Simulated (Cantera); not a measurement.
Feed: 1 mol H₂O, 0.37 mol H₂, 0.5 mol O₂, at 2877 °C and 50.0 bar.

Equilibrium computed with Cantera from the NASA thermochemical tables; the gas is ideal and each condensed phase is pure. Candidate condensed phases: H₂O; 9 gas species. The ideal-gas law is rough above about 30 bar. Equilibrium is a limit: real reactors are often held back by kinetics, nucleation or transport.

Base state: H₂O 0.729, O₂ 0.168, OH 0.0693, H₂ 0.0183, O 0.0107, H 0.00468, HO₂ 0.000334, H₂O₂ 4.63e-5 (mole fractions); condensed: gas only.

Q: What changes in the equilibrium state with this change: pressure from 50.0 bar to 140 bar?

A: 
```csv
species,before,after
H₂O,0.729,0.754
O₂,0.168,0.171
OH,0.0693,0.0548
H₂,0.0183,0.0112
O,0.0107,0.00647
H,0.00468,0.00219
H₂O₂,4.63e-5,8.10e-5
```

Q: What changes in the equilibrium state with this change: temperature from 2877 °C to 1750 °C?

A: 
```csv
species,before,after
H₂O,0.729,0.811
O₂,0.168,0.186
OH,0.0693,0.00238
O,0.0107,4.86e-5
H₂,0.0183,9.11e-5
H,0.00468,2.56e-6
HO₂,0.000334,2.16e-5
H₂O₂,4.63e-5,5.11e-6
```
